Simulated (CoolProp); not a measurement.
Hexamethyldisiloxane (MM) at 502.84 K and 3.92 MPa is throttled through a valve to 1.74 MPa with no heat exchange. Each further row changes one setting.

Model: reference Helmholtz-energy equation of state, Thol 2016, in CoolProp.

```
case                       temperature change (K)                       final phase  final density (kg/m³)
-------------------------  ----------------------  --------------------------------  ---------------------
as stated                                    -2.6                            liquid                    465
outlet pressure 0.522 MPa                   -60.4  two-phase, vapour fraction 0.965                   29.9
outlet pressure 2.26 MPa                     -1.7                            liquid                    479
```
